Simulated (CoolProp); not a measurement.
A simple Rankine cycle with n-perfluoropentane: condensing at 305.15 K, boiler at 0.912 MPa, turbine inlet 420.7 K, turbine efficiency 0.65, pump efficiency 0.7, no recuperator. Each further row changes one setting.

The numbers come from the reference Helmholtz-energy equation of state, Gao 2022 in CoolProp.

```json
[
 {"case": "as stated", "thermal efficiency (%)": "7.5", "net work (kJ/kg)": "14.0", "heat in (kJ/kg)": "187", "turbine exit temperature (K)": "___", "volume ratio over the turbine": "9.13"},
 {"case": "turbine inlet 440.7 K", "thermal efficiency (%)": "7.2", "net work (kJ/kg)": "15.0", "heat in (kJ/kg)": "208", "turbine exit temperature (K)": "___", "volume ratio over the turbine": "8.85"},
 {"case": "condensing temperature 297.15 K", "thermal efficiency (%)": "8.2", "net work (kJ/kg)": "16.1", "heat in (kJ/kg)": "195", "turbine exit temperature (K)": "395.6", "volume ratio over the turbine": "___"},
 {"case": "boiler pressure 0.638 MPa", "thermal efficiency (%)": "6.4", "net work (kJ/kg)": "12.1", "heat in (kJ/kg)": "190", "turbine exit temperature (K)": "403.2", "volume ratio over the turbine": "6.05"},
 {"case": "turbine efficiency 0.55", "thermal efficiency (%)": "___", "net work (kJ/kg)": "___", "heat in (kJ/kg)": "187", "turbine exit temperature (K)": "400.5", "volume ratio over the turbine": "___"}
]
```

Problem. Some entries are withheld; supply them.

Solution. 
- as stated, turbine exit temperature (K): 398.1
- turbine inlet 440.7 K, turbine exit temperature (K): 418.6
- condensing temperature 297.15 K, volume ratio over the turbine: 12.3
- turbine efficiency 0.55, thermal efficiency (%): 6.3
- turbine efficiency 0.55, net work (kJ/kg): 11.7
- turbine efficiency 0.55, volume ratio over the turbine: 9.19
